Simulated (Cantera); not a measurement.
Charge: 1 mol B2H6, 0.52 mol H2O, at 1175 K and 0.120 bar.

Method: chemical equilibrium by Gibbs-energy minimisation in Cantera with the NASA 1993 tables (ideal gas, pure condensed phases). Candidate condensed phases: B, B2O3, B3O3H3, H2O; 23 gas species. The feed counts by its element totals alone. Mutual solubility and eutectic melting of coexisting phases are not modelled. Kinetics and transport are ignored.

Base state: H2 0.998, B3O3H3 0.00235, HBO 0.000110 (mole fractions); condensed: B(s) + B2O3(l).

Q: What changes in the equilibrium state with this change: B2H6 replaced by B?

A: 
```csv
species,before,after
H2,0.998,0.998
B3O3H3,0.00235,0.00235
HBO,0.000110,0.000110
"B(s), mol",1.64,0.652
"B2O3(l), mol",0.165,0.172
```

Q: What changes in the equilibrium state with this change: pressure from 0.120 bar to 1.00 mbar?

A: 
```json
[
 {"species": "H2", "before": "0.998", "after": "0.999"},
 {"species": "HBO", "before": "0.000110", "after": "0.00120"},
 {"species": "B3O3H3", "before": "0.00235", "after": "0.000215"},
 {"species": "B2O2", "before": "2.79e-7", "after": "3.35e-5"},
 {"species": "HBO2", "before": "1.04e-6", "after": "1.14e-5"},
 {"species": "B(s), mol", "before": "1.64", "after": "1.65"},
 {"species": "B2O3(l), mol", "before": "0.165", "after": "0.171"}
]
```
